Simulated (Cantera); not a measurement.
Input: 1 mol acetone, 0.56 mol CO2, 2.1 mol H2, at 13.3 mbar.

Cantera equilibrium calculation (NASA polynomials, part measured and part estimated; ideal gas, pure solids and liquids). Candidate condensed phases: C, C6H6, C7H8, C8H18, H2O; 131 gas species. Ions and electrons are included (thermal ionisation). The feed counts by its element totals alone. Equilibrium is a limit: real reactors are often held back by kinetics, nucleation or transport.

x: gas mole fraction; n: condensed amount in mol.

| T (K) | x H | x CO | x H2 | x C | x C3 | x C2H2 (acetylene) | n C(graphite) |
|---|---|---|---|---|---|---|---|
| 3000 | 0.576 | 0.199 | 0.177 | 0.00380 | 0.0234 | 0.0110 | 0.196 |
| 3250 | 0.706 | 0.175 | 0.0645 | 0.0156 | 0.0260 | 0.00164 | 0 |
| 3500 | 0.745 | 0.164 | 0.0212 | 0.0427 | 0.0154 | 0.000167 | 0 |
| 3750 | 0.744 | 0.158 | ___ | ___ | ___ | ___ | 0 |
| 4000 | 0.741 | 0.155 | 0.00288 | 0.0968 | 0.000564 | 6.67e-7 | 0 |
| 4250 | 0.741 | 0.154 | 0.00127 | 0.102 | 6.17e-5 | 3.92e-8 | 0 |
| 4500 | 0.740 | 0.154 | ___ | 0.104 | ___ | ___ | 0 |
| 4750 | 0.739 | 0.151 | 0.000317 | 0.107 | 1.28e-6 | 3.00e-10 | 0 |
| 5000 | 0.734 | 0.143 | 0.000173 | 0.113 | 2.79e-7 | 4.06e-11 | 0 |

### Question
Complete the blanks.

### Answer

- 3750, x H2: 0.00735
- 3750, x C: 0.0781
- 3750, x C3: 0.00437
- 3750, x C2H2 (acetylene): 1.23e-5
- 4500, x H2: 0.000611
- 4500, x C3: 7.90e-6
- 4500, x C2H2 (acetylene): 2.98e-9
